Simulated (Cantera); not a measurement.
Input: 1 mol Si, a varied amount of Cl₂, 28 mol N₂, equilibrated at 623 K and 0.000850 bar.

These are equilibrium values from Cantera (NASA tables, ideal gas, pure condensed phases), not measurements of a reactor. Candidate condensed phases: Si, Si₃N₄; 13 gas species. N₂ is the only nitrogen source here; it is nearly inert below about 1500 K, so the nitride shown seldom forms there in practice. Kinetics and transport are ignored.

Question: What share of the Si ends up in condensed phases as a function of n(Cl₂) (mol), at 0.66, 0.78, 0.92, 1.1, 1.3, 1.5, 1.8, 2.1, 2.5, 2.9, 3.4, 4, 4.8?

Answer: 
```json
[
 {"n(Cl₂) (mol)": "0.66", "Si condensed (%)": "67.0", "as": "Si₃N₄(s)"},
 {"n(Cl₂) (mol)": "0.78", "Si condensed (%)": "61.0", "as": "Si₃N₄(s)"},
 {"n(Cl₂) (mol)": "0.92", "Si condensed (%)": "54.0", "as": "Si₃N₄(s)"},
 {"n(Cl₂) (mol)": "1.1", "Si condensed (%)": "45.0", "as": "Si₃N₄(s)"},
 {"n(Cl₂) (mol)": "1.3", "Si condensed (%)": "35.0", "as": "Si₃N₄(s)"},
 {"n(Cl₂) (mol)": "1.5", "Si condensed (%)": "25.0", "as": "Si₃N₄(s)"},
 {"n(Cl₂) (mol)": "1.8", "Si condensed (%)": "10.0", "as": "Si₃N₄(s)"},
 {"n(Cl₂) (mol)": "2.1", "Si condensed (%)": "0.0", "as": "-"},
 {"n(Cl₂) (mol)": "2.5", "Si condensed (%)": "0.0", "as": "-"},
 {"n(Cl₂) (mol)": "2.9", "Si condensed (%)": "0.0", "as": "-"},
 {"n(Cl₂) (mol)": "3.4", "Si condensed (%)": "0.0", "as": "-"},
 {"n(Cl₂) (mol)": "4", "Si condensed (%)": "0.0", "as": "-"},
 {"n(Cl₂) (mol)": "4.8", "Si condensed (%)": "0.0", "as": "-"}
]
```
